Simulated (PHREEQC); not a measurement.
Consider water at 20 °C with 0.21 mmol/kgw NaAlO2 and 0.5 mmol/kgw MgSO4. Closed to the air; pH follows from the charge balance.

The numbers come from PHREEQC with the ion-association model, phreeqc.dat.

Task: The ionic strength comes out as 0.00209 mol/kgw. What activity coefficients do Al(OH)4-, Mg+2, SO4-2, Na+ get?

Result: Al(OH)4- 0.95, Mg+2 0.82, SO4-2 0.82, Na+ 0.95.

Precipitation was switched off in this run. The solution is supersaturated, for example in Al(OH)3(a), Gibbsite (slow to form), so a real one may precipitate; this is no full list.
